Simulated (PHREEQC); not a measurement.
Solution (20 °C): 0.015 mol/kgw HCl, 0.0023 mol/kgw LiCl and 0.0015 mol/kgw MgSO4. Closed to the air; pH follows from the charge balance.

Model: ion-association model, wateq4f.dat, run in PHREEQC.

Task: The ionic strength comes out as 0.0218 mol/kgw. What activity coefficients do Mg+2, LiSO4-, Li+, HSO4-, H+ get?

Result: Mg+2 0.59, LiSO4- 0.87, Li+ 0.87, HSO4- 0.87, H+ 0.89.

This is a speciation only: nothing precipitates in the calculation.
